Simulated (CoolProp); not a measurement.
The fluid at 517.26 K and 8.05 MPa expands adiabatically to 3.58 MPa with isentropic efficiency 1. The same conditions are run with several fluids, on thermodynamics alone (safety and materials aside).

Values from CoolProp's reference Helmholtz-energy equation of state of each fluid (ammonia: Gao 2020; hydrogen sulfide: Lemmon 2006; hydrogen chloride: Thol 2018; methanol: de Reuck 1993).

```tsv
fluid	work (kJ/kg)	final temperature (K)	final phase	final density (kg/m³)
ammonia	168	(withheld)	gas	(withheld)
hydrogen sulfide	(withheld)	424.1	gas	38.1
hydrogen chloride	78.4	407.2	gas	41.9
methanol	(withheld)	(withheld)	(withheld)	(withheld)
```

Question: Fill in the missing entries.

Answer: 
- ammonia, final temperature (K): 433.6
- ammonia, final density (kg/m³): 18.7
- hydrogen sulfide, work (kJ/kg): 83.8
- methanol, work (kJ/kg): 52.1
- methanol, final temperature (K): 467.0
- methanol, final phase: two-phase, vapour fraction 0.848
- methanol, final density (kg/m³): 52.8
